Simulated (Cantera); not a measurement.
## Hydrogen reduction and annealing atmospheres: SiO2 + H2 + H2O

A closed system holds: 1 mol SiO2, 1.1 mol H2, 0.28 mol H2O, equilibrated at 1.60 bar.

Cantera equilibrium calculation (NASA polynomials, part measured and part estimated; ideal gas, pure solids and liquids). Candidate condensed phases: H2O, Si, SiO2; 18 gas species. The tables hold silica as quartz up to 1696 K and as liquid above; real silica turns to tridymite and cristobalite and melts near 1996 K. Gases not in the tables: Si(OH)4. The numbers say what is thermodynamically allowed, not how fast it happens.

```json
[
 {"T (K)": "1300", "x H2": "0.797", "x H2O": "0.203", "x H": "7.81e-7", "x SiO": "5.17e-12", "x OH": "2.60e-9", "x SiO2": "<1e-12", "x O": "<1e-12", "n SiO2(β-quartz)": "1.00", "n SiO2(condensed)": "0"},
 {"T (K)": "1375", "x H2": "0.797", "x H2O": "0.203", "x H": "2.42e-6", "x SiO": "8.07e-11", "x OH": "1.11e-8", "x SiO2": "<1e-12", "x O": "<1e-12", "n SiO2(β-quartz)": "1.00", "n SiO2(condensed)": "0"},
 {"T (K)": "1450", "x H2": "0.797", "x H2O": "0.203", "x H": "6.68e-6", "x SiO": "9.41e-10", "x OH": "4.07e-8", "x SiO2": "<1e-12", "x O": "<1e-12", "n SiO2(β-quartz)": "1.00", "n SiO2(condensed)": "0"},
 {"T (K)": "1525", "x H2": "0.797", "x H2O": "0.203", "x H": "1.67e-5", "x SiO": "8.57e-9", "x OH": "1.32e-7", "x SiO2": "2.90e-12", "x O": "2.37e-12", "n SiO2(β-quartz)": "1.00", "n SiO2(condensed)": "0"},
 {"T (K)": "1600", "x H2": "0.797", "x H2O": "0.203", "x H": "3.84e-5", "x SiO": "6.30e-8", "x OH": "3.83e-7", "x SiO2": "2.58e-11", "x O": "1.53e-11", "n SiO2(β-quartz)": "1.00", "n SiO2(condensed)": "0"},
 {"T (K)": "1675", "x H2": "0.797", "x H2O": "0.203", "x H": "8.19e-5", "x SiO": "3.85e-7", "x OH": "1.01e-6", "x SiO2": "1.87e-10", "x O": "8.38e-11", "n SiO2(β-quartz)": "1.000", "n SiO2(condensed)": "0"},
 {"T (K)": "1750", "x H2": "0.797", "x H2O": "0.203", "x H": "0.000164", "x SiO": "1.97e-6", "x OH": "2.45e-6", "x SiO2": "1.13e-9", "x O": "3.97e-10", "n SiO2(β-quartz)": "0", "n SiO2(condensed)": "1.000"},
 {"T (K)": "1825", "x H2": "0.797", "x H2O": "0.203", "x H": "0.000311", "x SiO": "8.71e-6", "x OH": "5.53e-6", "x SiO2": "5.78e-9", "x O": "1.66e-9", "n SiO2(β-quartz)": "0", "n SiO2(condensed)": "1.000"},
 {"T (K)": "1900", "x H2": "0.797", "x H2O": "0.203", "x H": "0.000560", "x SiO": "3.40e-5", "x OH": "1.17e-5", "x SiO2": "2.59e-8", "x O": "6.18e-9", "n SiO2(β-quartz)": "0", "n SiO2(condensed)": "1.000"}
]
```
x: gas mole fraction; n: condensed amount in mol.

From 1300 K to 1675 K the condensed part is SiO2(β-quartz). From 1750 K to 1900 K the condensed part is SiO2(condensed).
